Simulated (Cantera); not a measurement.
**Al(CH3)3 + NH3 + N2 (aluminium nitride and oxide growth)**

A closed system holds: 1 mol Al(CH3)3, 0.39 mol NH3, 390 mol N2.

These are equilibrium values from Cantera (NASA tables, ideal gas, pure condensed phases), not measurements of a reactor. Candidate condensed phases: Al, AlN, C, C6H6, C7H8, C8H18; 97 gas species. The feed counts by its element totals alone. The numbers say what is thermodynamically allowed, not how fast it happens.

Map the stable condensed phases over T = 650, 750, 850, 950, 1050, 1150, 1250, 1350, 1450, 1550, 1650, 1750 K and P in Pa = 10, 32, 100, 320, 1000, 3200, 10000, 32000, 100000.


```
T in K \ P in Pa
             10     32    100    320   1000   3200  10000  32000 100000
   1750       A      A      A      B      B      B      B      B      B
   1650       A      B      B      B      B      B      B      B      B
   1550       B      B      B      B      B      B      B      B      B
   1450       B      B      B      B      B      B      B      B      B
   1350       B      B      B      B      B      B      B      B      B
   1250       B      B      B      B      B      B      B      B      B
   1150       B      B      B      B      B      B      B      B      B
   1050       B      B      B      B      B      B      B      B      B
    950       B      B      B      B      B      B      B      B      B
    850       B      B      B      B      B      B      B      B      B
    750       B      B      B      B      B      B      B      B      B
    650       B      B      B      B      B      B      B      B      B
```
A: C; B: AlN + C.
